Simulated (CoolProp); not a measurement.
Vapour-liquid equilibrium of diethyl ether (1) + n-hexane (2) at 1.33 bar; x and y are mole fractions of (1).

Model: multi-fluid Helmholtz-energy mixture model, Thol 2014 and Thol 2019; pair parameters Bell 2016, in CoolProp.

| x | bubble temperature, mixture model (°C) | bubble temperature, Raoult's law (°C) | y, mixture model | y, Raoult's law |
|---|---|---|---|---|
| 0.05 | [?] | 74.6 | [?] | 0.131 |
| 0.2 | 65.1 | 66.9 | [?] | 0.425 |
| 0.35 | 58.9 | 60.5 | 0.615 | 0.620 |
| 0.5 | [?] | 55.3 | 0.739 | 0.755 |
| 0.65 | 50.0 | 50.7 | 0.835 | 0.854 |
| 0.8 | 46.5 | 46.8 | 0.914 | 0.928 |
| 0.95 | [?] | 43.4 | 0.980 | 0.984 |

**Question.** Fill in the missing entries.

**Answer.** 
- 0.05, bubble temperature, mixture model (°C): 73.8
- 0.05, y, mixture model: 0.146
- 0.2, y, mixture model: 0.438
- 0.5, bubble temperature, mixture model (°C): 54.1
- 0.95, bubble temperature, mixture model (°C): 43.3

The largest gap from Raoult's law is -1.8 K in bubble temperature, at x = 0.2. No azeotrope shows between x = 0.05 and 0.95.

The pair parameters rest on a limited set of measurements; away from them the model extrapolates.
